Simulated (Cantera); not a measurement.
Feed: 1 mol Fe3O4, 41 mol H2, equilibrated at 73000 Pa.

Cantera equilibrium calculation (NASA polynomials, part measured and part estimated; ideal gas, pure solids and liquids). Candidate condensed phases: Fe, FeO, Fe(OH)2, Fe(OH)3, Fe2O3, Fe3O4, H2O; 12 gas species. Equilibrium is a limit: real reactors are often held back by kinetics, nucleation or transport.

log p: log10 of the partial pressure in bar; n: condensed amount in mol.

| T (K) | log p H2 | log p H2O | log p H | log p Fe | n Fe(γ) | n Fe(δ) |
|---|---|---|---|---|---|---|
| 1373 | -0.18 | -1.15 | -5.57 | -8.11 | 3.00 | 0 |
| 1423 | -0.18 | -1.15 | … | … | 3.00 | 0 |
| 1473 | -0.18 | -1.15 | -4.99 | -7.08 | 3.00 | 0 |
| 1523 | -0.18 | -1.15 | -4.73 | -6.61 | 3.00 | 0 |
| 1573 | -0.18 | -1.15 | -4.48 | -6.18 | 3.00 | 0 |
| 1623 | -0.18 | -1.15 | -4.25 | -5.78 | 3.00 | 0 |
| 1673 | -0.18 | -1.15 | … | … | 0 | 3.00 |
| 1723 | -0.18 | -1.15 | -3.83 | -5.04 | 0 | 3.00 |

**Question.** Some entries are withheld; supply them.

**Answer.** 
- 1673, log p H: -4.03
- 1673, log p Fe: -5.40
- 1423, log p H: -5.27
- 1423, log p Fe: -7.57
